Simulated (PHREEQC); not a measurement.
A solution holds 4.4 mmol/kgw NaF, 0.05 mmol/kgw Na2SO4 and 0.11 mmol/kgw NaNO3, at 20 °C. Closed to the air; pH follows from the charge balance.

Model: ion-association model, phreeqc.dat, run in PHREEQC.

Problem. The ionic strength comes out as 0.00465 mol/kgw. What activity coefficients do NO3-, Na+, SO4-2, F- get?

Solution. NO3- 0.93, Na+ 0.93, SO4-2 0.75, F- 0.93.

Precipitation was switched off in this run. Species that the database lacks are ignored.
